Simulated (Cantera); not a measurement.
# Ignition delay

Mixture: 3.48 % C3H8, 20.2 % O2, 76.3 % N2, at 16500 Torr, adiabatic and at constant volume. Ignition delay is the time to a rise of 400 K.

Cantera simulation using GRI-Mech 3.0 (53 species, 325 reactions); the numbers are that mechanism's predictions, not measurements. GRI-Mech 3.0 was tuned for natural gas; its chemistry of propane as a main component is partial and can be far from experiment. The pressure lies above the range GRI-Mech 3.0 was tuned for (to about 10 atm).

```tsv
T0 (K)	delay (ms)
1323	0.118
1398	0.0405
1473	0.0158
1548	0.00706
1623	0.00358
1698	0.00202
```

```
Item                                                     Value
--------------------------------------------------  ----------
apparent activation energy between 1548 and 1698 K  180 kJ/mol
```
